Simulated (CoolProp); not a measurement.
Vapour-liquid equilibrium of hydrogen chloride (1) + propane (2) at 0.848 MPa; x and y are mole fractions of (1).

Computed with CoolProp (multi-fluid Helmholtz-energy mixture model, Thol 2018 and Lemmon 2009; pair parameters Bell 2016).

```csv
x,bubble temperature (°C),y at the bubble point,dew temperature at overall composition x (°C),liquid density (mol/L)
0.05,9.3,0.264,18.5,11.99
0.125,-4.0,0.518,15.4,12.93
0.2,-13.1,0.658,12.2,13.81
0.275,…,0.739,8.8,14.67
0.35,-23.7,0.788,5.1,15.56
0.425,-26.6,…,1.3,…
0.5,-28.8,…,-2.9,17.49
0.575,-30.5,0.864,-7.5,18.61
0.65,-31.9,0.881,-12.5,19.87
0.725,-33.1,0.899,-18.3,21.31
0.8,-34.3,0.918,-24.7,…
0.875,-35.4,0.942,-31.4,24.91
0.95,-36.4,0.973,-35.7,27.19
```

Task: What belongs in the gaps?

Result: 
- 0.275, bubble temperature (°C): -19.4
- 0.425, y at the bubble point: 0.821
- 0.425, liquid density (mol/L): 16.49
- 0.5, y at the bubble point: 0.845
- 0.8, liquid density (mol/L): 22.97

No azeotrope shows between x = 0.05 and 0.95.

Pair parameters are fitted to limited data, so mixtures are less certain than the pure fluids.
